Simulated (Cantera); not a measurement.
## Ignition delay

Mixture: 7.61 % CH₄, 1.45 % C₂H₆, 12.7 % O₂, 74.8 % N₂, 3.42 % CO₂, equivalence ratio 1.6, at 30.0 bar, adiabatic and at constant pressure. Ignition delay is the time to a rise of 400 K.

Detailed kinetics in Cantera: GRI-Mech 3.0 (53 species, 325 reactions). The pressure lies above the range GRI-Mech 3.0 was tuned for (to about 10 atm).

| T0 (K) | delay (ms) |
|---|---|
| 1098 | 1.87 |
| 1148 | 0.869 |
| 1198 | 0.439 |
| 1248 | 0.240 |
| 1298 | 0.141 |
| 1348 | 0.0875 |
| 1398 | 0.0573 |
| 1448 | 0.0388 |
| 1498 | 0.0270 |

```yaml
apparent activation energy between 1398 and 1498 K: 130 kJ/mol
```
